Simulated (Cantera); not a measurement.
# Premixed flame

A freely propagating, adiabatic, planar premixed flame of 28.3 % H₂, 12.9 % O₂, 48.4 % N₂, 10.5 % H₂O, equivalence ratio 1.1, unburnt at 550 K and 0.132 atm; mixture-averaged transport, grid criteria slope 0.08 and curve 0.16, no radiation.

Cantera simulation using the H2/O2 subset of GRI-Mech 3.0, which has no nitrogen chemistry; the numbers are that mechanism's predictions, not measurements. Burning velocities carry a grid error of a few per cent, more on coarse grids.

| z (mm) | T (K) | u (m/s) | x H₂ | x O₂ | x H₂O | x H₂O₂ | x H | x O |
|---|---|---|---|---|---|---|---|---|
| -18.2 | 550 | 4.85 | 0.283 | 0.129 | 0.105 | <1e-8 | <1e-8 | <1e-8 |
| -12.1 | 550 | 4.85 | 0.283 | 0.129 | 0.105 | <1e-8 | <1e-8 | <1e-8 |
| -9.09 | 550 | 4.85 | 0.283 | 0.129 | 0.105 | <1e-8 | <1e-8 | <1e-8 |
| -6.06 | 550 | 4.85 | 0.283 | 0.129 | 0.105 | <1e-8 | <1e-8 | <1e-8 |
| -3.03 | 553 | 4.87 | 0.282 | 0.129 | 0.105 | 6.27e-7 | 5.36e-5 | 1.84e-6 |
| -1.52 | 664 | 5.79 | 0.264 | 0.126 | 0.116 | 3.31e-6 | 0.00388 | 0.000107 |
| 0 | 1052 | 8.89 | 0.161 | 0.0916 | 0.195 | 6.99e-7 | 0.0434 | 0.00417 |
| 1.52 | 1334 | 11.1 | 0.0657 | 0.0354 | 0.298 | 1.09e-6 | 0.0733 | 0.00957 |
| 3.03 | 1453 | 12.0 | 0.0570 | 0.0264 | 0.315 | 9.05e-7 | 0.0674 | 0.00979 |
| 6.06 | 1582 | 13.0 | 0.0581 | 0.0231 | 0.323 | 5.60e-7 | 0.0549 | 0.00900 |
| 12.1 | 1722 | 14.0 | 0.0580 | 0.0196 | 0.334 | 2.96e-7 | 0.0420 | 0.00759 |
| 24.2 | 1862 | 14.9 | 0.0559 | 0.0159 | 0.346 | 1.55e-7 | 0.0302 | 0.00582 |
| 48.5 | 1993 | 15.8 | 0.0519 | 0.0121 | 0.360 | 8.76e-8 | 0.0205 | 0.00404 |
x: mole fraction of selected species; z is measured from the peak of heat release.

The laminar burning velocity comes out as 485 cm/s, the thermal thickness is 6.06 mm and the peak x(H₂O₂) is 3.43e-6. The peak x(H) is 0.0733 and the peak x(O) is 0.00986. The grid points is 140.
